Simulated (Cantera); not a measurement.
Charge: 1 mol Al2O3, 8.5 mol Cl2, 2.6 mol H2, at 1475 K and 47.0 mbar.

Cantera equilibrium calculation (NASA polynomials, part measured and part estimated; ideal gas, pure solids and liquids). Candidate condensed phases: Al, AlCl3, Al2O3, H2O; 29 gas species. The numbers say what is thermodynamically allowed, not how fast it happens.

Base state: HCl 0.433, Cl2 0.408, Cl 0.145, AlCl3 0.00788, O2 0.00575, H2O 0.000256, ClO 6.06e-5 (mole fractions); condensed: Al2O3(s).

Q: What changes in the equilibrium state with this change: pressure from 47.0 mbar to 13.3 mbar?

A: 
| species | before | after |
|---|---|---|
| HCl | 0.433 | 0.410 |
| Cl2 | 0.408 | 0.331 |
| Cl | 0.145 | 0.245 |
| AlCl3 | 0.00788 | 0.00786 |
| H2O | 0.000256 | 0.000151 |
| ClO | 6.06e-5 | 5.47e-5 |
| Al2O3(s), mol | 0.953 | 0.950 |

Q: What changes in the equilibrium state with this change: pressure from 47.0 mbar to 0.500 bar?

A: 
| species | before | after |
|---|---|---|
| Cl2 | 0.408 | 0.484 |
| HCl | 0.433 | 0.455 |
| Cl | 0.145 | 0.0485 |
| AlCl3 | 0.00788 | 0.00666 |
| H2O | 0.000256 | 0.000695 |
| O2 | 0.00575 | 0.00462 |
| ClO | 6.06e-5 | 5.91e-5 |
| Al2O3(s), mol | 0.953 | 0.962 |

Q: What changes in the equilibrium state with this change: Al2O3 replaced by B2O3?

A: 
```json
[
 {"species": "HCl", "before": "0.433", "after": "0.432"},
 {"species": "Cl2", "before": "0.408", "after": "0.415"},
 {"species": "Cl", "before": "0.145", "after": "0.146"},
 {"species": "AlCl3", "before": "0.00788", "after": "0"},
 {"species": "O2", "before": "0.00575", "after": "0.00177"},
 {"species": "BOCl", "before": "0", "after": "0.00209"},
 {"species": "BCl3", "before": "0", "after": "0.00159"},
 {"species": "HBO2", "before": "0", "after": "0.00105"},
 {"species": "Al2O3(s), mol", "before": "0.953", "after": "0"},
 {"species": "B2O3(l), mol", "before": "0", "after": "0.958"}
]
```
The tables' values for BOCl are old estimates; treat these amounts as uncertain. Further candidate phases: B, B2O3, B3O3H3.
